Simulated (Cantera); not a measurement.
Cantera run:

```python
import numpy as np
import cantera as ct

gas_names = """
    F F2 FS2F,fluorodisu N NF NF2 NF3 N2 S SF SF2 SF3 SF4 SF5 SF6 SN S2 S2F2,thiothiony S8 Si SiF SiF2
    SiF3 SiF4 SiN SiS Si2 Si2N Si3
""".split()
cond_names = """
    S(cr1) S(cr2) S(L) Si(cr) Si(L) Si3N4(a)
""".split()


# ... load() reads the species with a 1 bar reference pressure and builds the phases ...
atoms = {
    'Si': {'Si': 1},
    'SF6': {'S': 1, 'F': 6},
    'N2': {'N': 2},
    'NF3': {'N': 1, 'F': 3},
}
top_T = {'Si3N4(a)': 2400}  # K; cautious upper limits of use, not melting points


# ... equilibrate(T, P, feed) seeds the gas with the atoms and calls Mixture.equilibrate('TP', solver="vcs", rtol=1e-11, max_steps=5000) ...
results = []
feed = {'Si': 1, 'SF6': 1.1, 'N2': 5.9, 'NF3': 0.93}  # mol
P = 10000  # Pa
for T in [500, 700, 900, 1100, 1300, 1500, 1700]:
    mix = equilibrate(T, P, feed)
    results.append((T, P, feed, dict(zip(mix.species_names, mix.species_moles))))
    x = sorted(zip(gas.X, gas.species_names), reverse=True)
    print(f"T = {T:g} K  P = {P:g} Pa  gas = {mix.phase_moles(0):.4g} mol")
    print("   x: " + "  ".join(f"{s} {v:.3e}" for v, s in x if v > 1e-06))
    print("   condensed (mol): " + ("  ".join(f"{mix.phase(i).name} {mix.phase_moles(i):.4g}"
          for i in range(1, mix.n_phases) if mix.phase_moles(i) > 1e-12) or "none"))
```

It prints:

```
T = 500 K  P = 10000 Pa  gas = 8.35 mol
   x: N2 7.623e-01  SiF4 1.198e-01  SF6 1.006e-01  S2F2,thiothiony 1.378e-02  SF4 3.573e-03
   condensed (mol): none
T = 700 K  P = 10000 Pa  gas = 8.446 mol
   x: N2 7.536e-01  SiF4 1.184e-01  SF6 6.527e-02  SF4 6.050e-02  S2F2,thiothiony 2.210e-03  SF3 2.832e-05  SF2 2.022e-05
   condensed (mol): none
T = 900 K  P = 10000 Pa  gas = 8.465 mol
   x: N2 7.519e-01  SiF4 1.181e-01  SF4 7.121e-02  SF6 5.858e-02  SF3 1.216e-04  SF2 3.891e-05  SF5 3.161e-06
   condensed (mol): none
T = 1100 K  P = 10000 Pa  gas = 8.465 mol
   x: N2 7.519e-01  SiF4 1.181e-01  SF4 7.100e-02  SF6 5.863e-02  SF3 2.518e-04  SF2 4.386e-05  SF5 2.462e-05  F 1.027e-05
   condensed (mol): none
T = 1300 K  P = 10000 Pa  gas = 8.481 mol
   x: N2 7.505e-01  SiF4 1.179e-01  SF4 7.148e-02  SF6 5.765e-02  F 1.859e-03  SF3 4.253e-04  SF5 1.018e-04  SF2 4.903e-05
   condensed (mol): none
T = 1500 K  P = 10000 Pa  gas = 8.941 mol
   x: N2 7.119e-01  SiF4 1.118e-01  SF4 9.195e-02  F 5.315e-02  SF6 2.943e-02  SF3 1.257e-03  SF5 2.346e-04  SF2 1.680e-04  F2 3.801e-05
   condensed (mol): none
T = 1700 K  P = 10000 Pa  gas = 9.748 mol
   x: N2 6.529e-01  F 1.316e-01  SiF4 1.026e-01  SF4 9.053e-02  SF3 1.219e-02  SF2 9.515e-03  SF6 5.248e-04  SF5 6.922e-05  F2 4.804e-05  SF 6.692e-06
   condensed (mol): none
```

Method: chemical equilibrium by Gibbs-energy minimisation in Cantera with the NASA 1993 tables (ideal gas, pure condensed phases). The tables' values for S2F2 (SSF2), SF3, SF5 are old estimates; treat these amounts as uncertain.
